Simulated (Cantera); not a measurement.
An adiabatic, constant-pressure homogeneous reactor starts with CH4 : O2 : N2 : CO2 = 2.5 : 3.64 : 18.2 : 6 (molar parts), at 1075 K and 7500 Torr.

Cantera simulation using GRI-Mech 3.0 (53 species, 325 reactions); the numbers are that mechanism's predictions, not measurements.

One state of this run: T (K) = 2029; x CH4 = 3.20e-12; x O2 = 1.96e-6; x CO2 = 0.194; x OH = 8.84e-5; x N2O = 3.14e-9; x HCN = 5.67e-9; x H2 = 0.0119. x: mole fraction; the columns are a selection and need not sum to one.

**Question.** Which value of t (s) does it belong to?
A. 0.00358
B. 1.28e-5
C. 5.00e-6
D. 0.153

**Answer.** D, 0.153
